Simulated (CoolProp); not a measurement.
Properties of neopentane along the isobar 72.7 kPa.

The numbers come from the reference Helmholtz-energy equation of state, Lemmon 2006 in CoolProp. It is a short technical equation, of lower accuracy than the large ones.

| T (°C) | phase | cv (kJ/(kg K)) | fugacity coefficient |
|---|---|---|---|
| 15.05 | gas | 1.523 | 0.9714 |
| 28.65 | gas | 1.591 | 0.9755 |
| 42.35 | gas | 1.658 | 0.9788 |
| 56.05 | gas | 1.724 | 0.9816 |
| 69.65 | gas | 1.789 | 0.9838 |
| 83.35 | gas | 1.854 | 0.9857 |
| 96.95 | gas | 1.917 | 0.9873 |
| 110.65 | gas | 1.979 | 0.9887 |
